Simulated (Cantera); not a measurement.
A Cantera script and what it prints.

```python
import numpy as np
import cantera as ct

gas_names = """
    H HNO HNO2 HNO3 HO2 H2 H2O H2O2 N NH NH2 NH3 NH2OH NO NO2 NO3 N2 N2H2 N2H4 N2O O OH O2 O3 V VN VO
    VO2
""".split()
cond_names = """
    H2O(s) H2O(L) V(cr) V(L) VN(s) VO(s) VO(L) V2O3(s) V2O3(L) V2O4(I) V2O4(II) V2O4(L) V2O5(s) V2O5(L)
""".split()


# ... load() reads the species with a 1 bar reference pressure and builds the phases ...
atoms = {
    'V': {'V': 1},
    'H2O': {'H': 2, 'O': 1},
    'NH3': {'N': 1, 'H': 3},
}
top_T = {'VN(s)': 2300}  # K; cautious upper limits of use, not melting points


# ... equilibrate(T, P, feed) seeds the gas with the atoms and calls Mixture.equilibrate('TP', solver="vcs", rtol=1e-11, max_steps=5000) ...
results = []
feed = {'V': 1, 'H2O': 0.062, 'NH3': 8.2}  # mol
P = 10000  # Pa
for T in [1300, 1350, 1400, 1450, 1500, 1550, 1600, 1650, 1700, 1750, 1800]:
    mix = equilibrate(T, P, feed)
    results.append((T, P, feed, dict(zip(mix.species_names, mix.species_moles))))

top = {s: max(r[3][s] / sum(r[3][g] for g in gas_names) for r in results) for s in gas_names}
cols = sorted((s for s in top if top[s] > 1e-06), key=lambda s: -top[s])[:7]
seen = [c for c in cond_names if any(r[3].get(c, 0) > 1e-12 for r in results)]
print("log10 of partial pressures in bar; condensed amounts in mol")
print(f"{'T/K':>10s}" + "".join(f"{s[:9]:>10s}" for s in cols + seen))
for T, P, feed, n in results:
    ng = sum(n[g] for g in gas_names)
    print(f"{T:10.4g}" + "".join(f"{np.log10(max(n[s] / ng * P / 1e5, 1e-99)):10.3f}" for s in cols)
          + "".join(f"{n.get(c, 0):10.4g}" for c in seen))
```

Output:

```
log10 of partial pressures in bar; condensed amounts in mol
       T/K        H2        N2       H2O         H       NH3     VN(s)     VO(s)   V2O3(s)
      1300    -1.112    -1.646    -3.661    -6.512    -6.398    0.9819         0  0.009048
      1350    -1.112    -1.646    -3.650    -6.179    -6.482    0.9825         0  0.008739
      1400    -1.113    -1.646    -3.640    -5.869    -6.560    0.9831         0  0.008462
      1450    -1.113    -1.646    -3.631    -5.581    -6.632    0.9836         0  0.008213
      1500    -1.113    -1.646    -3.659    -5.311    -6.700     0.973   0.02701         0
      1550    -1.113    -1.645    -3.708    -5.058    -6.763    0.9693   0.03067         0
      1600    -1.113    -1.645    -3.753    -4.821    -6.822    0.9662    0.0338         0
      1650    -1.113    -1.645    -3.797    -4.598    -6.878    0.9635   0.03649         0
      1700    -1.113    -1.645    -3.839    -4.388    -6.930    0.9612   0.03882         0
      1750    -1.113    -1.645    -3.878    -4.190    -6.980    0.9592   0.04084         0
      1800    -1.113    -1.645    -3.917    -4.002    -7.026    0.9574    0.0426         0
```

Method: chemical equilibrium by Gibbs-energy minimisation in Cantera with the NASA 1993 tables (ideal gas, pure condensed phases). Mutual solubility and eutectic melting of coexisting phases are not modelled. VN, VO: taken at fixed stoichiometry. Condensed phases not in the tables: the oxides between V2O3 and V2O5 other than VO2, solid solutions among these carbides, nitrides and lower oxides, V2N.
